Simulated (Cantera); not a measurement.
A Cantera script and what it prints.

```python
import numpy as np
import cantera as ct

gas_names = """
    Cu CuF CuF2 Cu2 F F2 H HF H2 H2F2 H3F3 H4F4 H5F5 H6F6 H7F7
""".split()
cond_names = """
    Cu(cr) Cu(L) CuF2(s) CuF2(L)
""".split()


# ... load() reads the species with a 1 bar reference pressure and builds the phases ...
atoms = {
    'Cu': {'Cu': 1},
    'HF': {'H': 1, 'F': 1},
    'H2': {'H': 2},
}
top_T = {}  # K; cautious upper limits of use, not melting points


# ... equilibrate(T, P, feed) seeds the gas with the atoms and calls Mixture.equilibrate('TP', solver="vcs", rtol=1e-11, max_steps=5000) ...
results = []
feed = {'Cu': 1, 'HF': 10, 'H2': 39}  # mol
P = 3.8  # Pa
for T in [825, 900, 975, 1050, 1125, 1200, 1275, 1350, 1425, 1500]:
    mix = equilibrate(T, P, feed)
    results.append((T, P, feed, dict(zip(mix.species_names, mix.species_moles))))
    x = sorted(zip(gas.X, gas.species_names), reverse=True)
    print(f"T = {T:g} K  P = {P:g} Pa  gas = {mix.phase_moles(0):.4g} mol")
    print("   x: " + "  ".join(f"{s} {v:.3e}" for v, s in x if v > 1e-05))
    print("   condensed (mol): " + ("  ".join(f"{mix.phase(i).name} {mix.phase_moles(i):.4g}"
          for i in range(1, mix.n_phases) if mix.phase_moles(i) > 1e-12) or "none"))
```

Output:

```
T = 825 K  P = 3.8 Pa  gas = 49 mol
   x: H2 7.959e-01  HF 2.041e-01
   condensed (mol): Cu(cr) 1
T = 900 K  P = 3.8 Pa  gas = 49 mol
   x: H2 7.959e-01  HF 2.041e-01
   condensed (mol): Cu(cr) 1
T = 975 K  P = 3.8 Pa  gas = 49 mol
   x: H2 7.959e-01  HF 2.041e-01
   condensed (mol): Cu(cr) 1
T = 1050 K  P = 3.8 Pa  gas = 49 mol
   x: H2 7.959e-01  HF 2.041e-01
   condensed (mol): Cu(cr) 0.9999
T = 1125 K  P = 3.8 Pa  gas = 49 mol
   x: H2 7.959e-01  HF 2.041e-01  Cu 3.514e-05
   condensed (mol): Cu(cr) 0.9982
T = 1200 K  P = 3.8 Pa  gas = 49.02 mol
   x: H2 7.956e-01  HF 2.040e-01  Cu 3.231e-04  H 2.856e-05
   condensed (mol): Cu(cr) 0.984
T = 1275 K  P = 3.8 Pa  gas = 49.11 mol
   x: H2 7.940e-01  HF 2.036e-01  Cu 2.278e-03  H 1.066e-04  CuF 1.466e-05
   condensed (mol): Cu(cr) 0.8874
T = 1350 K  P = 3.8 Pa  gas = 49.65 mol
   x: H2 7.854e-01  HF 2.014e-01  Cu 1.287e-02  H 3.426e-04  CuF 5.515e-05
   condensed (mol): Cu(cr) 0.3579
T = 1425 K  P = 3.8 Pa  gas = 50.02 mol
   x: H2 7.792e-01  HF 1.998e-01  Cu 1.993e-02  H 9.768e-04  CuF 5.942e-05
   condensed (mol): none
T = 1500 K  P = 3.8 Pa  gas = 50.06 mol
   x: H2 7.778e-01  HF 1.997e-01  Cu 1.993e-02  H 2.518e-03  CuF 4.306e-05
   condensed (mol): none
```

Method: chemical equilibrium by Gibbs-energy minimisation in Cantera with the NASA 1993 tables (ideal gas, pure condensed phases).
